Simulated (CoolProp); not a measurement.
Toluene along the isotherm 92.85 °C: fugacity coefficient from the reference equation and from simpler models built on Tc = 318.6 °C, pc = 41.26 bar, ω = 0.266; each cubic takes its own stable root.

Computed with CoolProp (reference Helmholtz-energy equation of state, Lemmon 2006). It is a short technical equation, of lower accuracy than the large ones.

| p (bar) | phase | reference | van der Waals | Soave-Redlich-Kwong | Peng-Robinson |
|---|---|---|---|---|---|
| 1.72 | liquid | 0.3379 | 0.9625 | 0.3349 | 0.3398 |
| 3.44 | liquid | 0.1700 | 0.9249 | 0.1687 | 0.1710 |
| 5.16 | liquid | 0.1141 | 0.7534 | 0.1133 | 0.1147 |
| 6.88 | liquid | 0.08614 | 0.5713 | 0.08558 | 0.08661 |
| 8.6 | liquid | 0.06936 | 0.4622 | 0.06897 | 0.06974 |
| 10.3 | liquid | 0.05829 | 0.3901 | 0.05800 | 0.05860 |
| 12 | liquid | 0.05036 | 0.3385 | 0.05014 | 0.05062 |
| 13.8 | liquid | 0.04409 | 0.2978 | 0.04393 | 0.04431 |
| 15.5 | liquid | 0.03951 | 0.2680 | 0.03940 | 0.03971 |
| 17.2 | liquid | 0.03583 | 0.2442 | 0.03576 | 0.03601 |
| 18.9 | liquid | 0.03282 | 0.2246 | 0.03278 | 0.03298 |
| 20.6 | liquid | 0.03031 | 0.2083 | 0.03029 | 0.03045 |

At some of these states van der Waals gives the other phase, because its saturation line lies elsewhere.
